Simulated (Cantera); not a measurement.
A perfectly stirred reactor is fed with CH4 : C2H6 : O2 : N2 = 1 : 0.55 : 4.31 : 16.2 (molar parts), equivalence ratio 0.91, at 1200 Torr; it is adiabatic with a 448 K inlet, and is followed from long to short residence time, starting on the burning branch (τ in s: 0.034, 0.015, 0.0069, 0.0031, 0.0014, 0.00064, 0.00029, 0.00013, 5.9e-05).

Cantera simulation using GRI-Mech 3.0 (53 species, 325 reactions); the numbers are that mechanism's predictions, not measurements.

**Question.** Predict: blow-out, bracketed by the residence times tried; x(CH4) at τ = 34.0 ms; x(C2H6) at τ = 34.0 ms; x(O2) at τ = 34.0 ms; x(H2O) at τ = 34.0 ms; x(HCO) at τ = 34.0 ms; x(CH4) at τ = 1.40 ms; x(C2H6) at τ = 1.40 ms; x(O2) at τ = 1.40 ms; x(H2O) at τ = 1.40 ms; x(HCO) at τ = 1.40 ms.

**Answer.** 
- blow-out, bracketed by the residence times tried = burning at 59.0 µs, the shortest tried
- x(CH4) at τ = 34.0 ms = 2.94e-6
- x(C2H6) at τ = 34.0 ms = 1.96e-7
- x(O2) at τ = 34.0 ms = 0.0194
- x(H2O) at τ = 34.0 ms = 0.158
- x(HCO) at τ = 34.0 ms = 4.21e-8
- x(CH4) at τ = 1.40 ms = 3.13e-5
- x(C2H6) at τ = 1.40 ms = 3.68e-6
- x(O2) at τ = 1.40 ms = 0.0253
- x(H2O) at τ = 1.40 ms = 0.151
- x(HCO) at τ = 1.40 ms = 9.98e-7
